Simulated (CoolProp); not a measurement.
The numbers come from the reference Helmholtz-energy equation of state, Thol 2016 in CoolProp.

For hexamethyldisiloxane (MM), give the phase and the cv (kJ/(kg K)), speed of sound (m/s), Joule-Thomson coefficient (K/MPa) at 320.2 K and 11.5 MPa; 418.3 K and 11.5 MPa; 516.3 K and 11.5 MPa.


- 320.2 K and 11.5 MPa: liquid; cv 1.59, speed of sound 905, Joule-Thomson coefficient -0.410
- 418.3 K and 11.5 MPa: liquid; cv 1.84, speed of sound 644, Joule-Thomson coefficient -0.251
- 516.3 K and 11.5 MPa: liquid; cv 2.06, speed of sound 441, Joule-Thomson coefficient 0.0198
